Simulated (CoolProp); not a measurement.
A closed Brayton cycle with nitrogen: compressor inlet 329.15 K and 3.1 MPa, high pressure 9.49 MPa, turbine inlet 855 K, compressor efficiency 0.85, turbine efficiency 0.9, recuperator effectiveness 0.8 (on enthalpy, no pinch check). Each further row changes one setting.

Computed with CoolProp (reference Helmholtz-energy equation of state, Span 2000).

```tsv
case	thermal efficiency (%)	net work (kJ/kg)	compressor to turbine work	compressor exit (K)	turbine exit (K)
as stated	26.7	71.4	0.68	475.9	655.8
turbine inlet 805 K	[?]	58.0	0.73	475.9	615.7
compressor inlet 339.15 K	[?]	[?]	0.71	[?]	655.8
high pressure 8.07 MPa	27.4	68.4	[?]	[?]	[?]
recuperator effectiveness 0.5	21.9	71.4	0.68	475.9	655.8
```

Q: Complete the blanks.

A: 
- turbine inlet 805 K, thermal efficiency (%): 23.7
- compressor inlet 339.15 K, thermal efficiency (%): 25.2
- compressor inlet 339.15 K, net work (kJ/kg): 66.6
- compressor inlet 339.15 K, compressor exit (K): 490.2
- high pressure 8.07 MPa, compressor to turbine work: 0.65
- high pressure 8.07 MPa, compressor exit (K): 451.7
- high pressure 8.07 MPa, turbine exit (K): 681.6
